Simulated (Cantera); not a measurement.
An adiabatic, constant-volume homogeneous reactor starts with H2 : O2 : N2 : H2O = 1 : 0.278 : 1.04 : 0.22 (molar parts), equivalence ratio 1.8, at 1200 K and 5.00 bar. Integrator tolerance rtol = 1e-08.

Cantera simulation using the H2/O2 subset of GRI-Mech 3.0, which has no nitrogen chemistry; the numbers are that mechanism's predictions, not measurements. The hydrogen kinetics of GRI-Mech 3.0 are dated; newer H2 mechanisms differ, most at raised pressure.

### Question
What does this change do: initial temperature 1200 to 1048 K?

### Answer
| quantity | before | after |
|---|---|---|
| time of steepest temperature rise | 90.8 µs | 3.58 ms |
| temperature at 0.200 s | 2876 K | 2801 K |
| equilibrium temperature | 2876 K | 2801 K |
| x(H2) at 0.200 s | 0.192 (gas-phase equilibrium 0.192) | 0.193 (gas-phase equilibrium 0.193) |
| x(O2) at 0.200 s | 0.000236 (gas-phase equilibrium 0.000236) | 0.000122 (gas-phase equilibrium 0.000122) |
| x(H2O) at 0.200 s | 0.331 (gas-phase equilibrium 0.331) | 0.335 (gas-phase equilibrium 0.335) |
| x(H2O2) at 0.200 s | 2.39e-7 (gas-phase equilibrium 2.39e-7) | 1.61e-7 (gas-phase equilibrium 1.61e-7) |
| x(OH) at 0.200 s | 0.00740 (gas-phase equilibrium 0.00740) | 0.00512 (gas-phase equilibrium 0.00512) |
| x(HO2) at 0.200 s | 6.79e-7 (gas-phase equilibrium 6.79e-7) | 3.67e-7 (gas-phase equilibrium 3.67e-7) |
